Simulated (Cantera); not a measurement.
Gas-phase reforming

An isothermal, constant-pressure homogeneous reactor starts with CH₄ : CO₂ : H₂ = 1 : 5.2 : 0.96 (molar parts), at 2100 K and 2900000 Pa.

Cantera simulation using GRI-Mech 3.0 (53 species, 325 reactions); the numbers are that mechanism's predictions, not measurements. The pressure lies above the range GRI-Mech 3.0 was tuned for (to about 10 atm).

```tsv
t (s)	x CH₄	x CO₂	x H₂	x C₂H₆	x CH₂O	x CO
0.000300	0.00480	0.284	0.0690	4.43e-6	2.64e-5	0.383
0.000663	0.00262	0.247	0.0833	1.04e-6	9.60e-6	0.427
0.00147	0.000450	0.230	0.0913	2.80e-8	1.67e-6	0.447
0.00324	1.53e-6	0.228	0.0922	2.37e-12	4.89e-7	0.449
0.00717	3.16e-8	0.228	0.0922	<1e-12	4.86e-7	0.449
0.0158	3.16e-8	0.228	0.0922	<1e-12	4.86e-7	0.449
0.0350	3.16e-8	0.228	0.0922	<1e-12	4.86e-7	0.449
0.0775	3.16e-8	0.228	0.0922	<1e-12	4.86e-7	0.449
0.171	3.16e-8	0.228	0.0922	<1e-12	4.86e-7	0.449
0.379	3.16e-8	0.228	0.0922	<1e-12	4.86e-7	0.449
0.837	3.16e-8	0.228	0.0922	<1e-12	4.86e-7	0.449
1.85	3.16e-8	0.228	0.0922	<1e-12	4.86e-7	0.449
4.09	3.16e-8	0.228	0.0922	<1e-12	4.86e-7	0.449
9.05	3.16e-8	0.228	0.0922	<1e-12	4.86e-7	0.449
20.0	3.16e-8	0.228	0.0922	<1e-12	4.86e-7	0.449
```
x: mole fraction; the columns are a selection and need not sum to one.

Equilibrium at this temperature and pressure: CH₄ 3.35e-8, CO₂ 0.228, H₂ 0.0922, C₂H₆ <1e-12, CH₂O 4.86e-7, CO 0.449 (gas phase only).
